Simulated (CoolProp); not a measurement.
The numbers come from the reference Helmholtz-energy equation of state, Thol 2019 in CoolProp.

Give the vapour pressure (MPa), liquid density (kg/m³), liquid cp (kJ/(kg K)), surface tension (mN/m) of saturated n-pentane at -24.65, -12.25, 6.45 °C.


```tsv
T (°C)	p (MPa)	liquid density (kg/m³)	liquid cp (kJ/(kg K))	surface tension (mN/m)
-24.65	0.00697	669	2.12	21.0
-12.25	0.0136	657	2.16	19.6
6.45	0.0325	639	2.24	17.5
```

Surface tension comes from a separate correlation (Mulero 2012).
